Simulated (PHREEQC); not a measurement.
Make-up at 20 °C: 0.21 mol HNO3, 0.029 mol FeCl3 and 0.00033 mol KCl per kg of water. Closed to the air; pH follows from the charge balance.

The numbers come from PHREEQC with the ion-association model, wateq4f.dat.

Question: The ionic strength comes out as 0.350 mol/kgw. What activity coefficients do FeOH+2, H+, Fe2(OH)2+4, Cl-, K+ get?

Answer: FeOH+2 0.25, H+ 0.78, Fe2(OH)2+4 0.0070, Cl- 0.67, K+ 0.67.

No solid was allowed to form. The solution is supersaturated, for example in Hematite (slow to form), Goethite (slow to form), so a real one may precipitate; this is no full list. Species that the database lacks are ignored.
